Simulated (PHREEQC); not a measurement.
## Copper plating or etch bath (model solution)

Make-up at 25 °C: 0.0039 mol CuCl2, 0.00017 mol HBF4 and 0.0087 mol KCl per kg of water. Closed to the air; pH follows from the charge balance.

Model: ion-association model, phreeqc.dat, run in PHREEQC.

```
Property                      Result
--------------------  --------------
pH                              3.40
ionic strength        0.0206 mol/kgw
specific conductance      2220 µS/cm
total alkalinity       -0.680 meq/kg
```

```
species    molality  activity   log γ
---------  --------  --------  ------
Cl-          0.0164    0.0142  -0.062
K+          0.00870   0.00753  -0.063
Cu+2        0.00378   0.00224  -0.228
H+         0.000453  0.000403  -0.051
F-         0.000434  0.000376  -0.063
HF         0.000226  0.000227   0.002
H3BO3      0.000169  0.000170   0.002
CuCl+       9.86e-5   8.55e-5  -0.062
CuF+        1.76e-5   1.53e-5  -0.061
CuCl2       6.50e-7   6.53e-7   0.002
BF2(OH)2-   4.75e-7   4.13e-7  -0.061
```

This is a speciation only: nothing precipitates in the calculation. Complexes and solids missing from the database can't appear. Real BF4- forms and hydrolyses slowly; the run takes it at equilibrium.
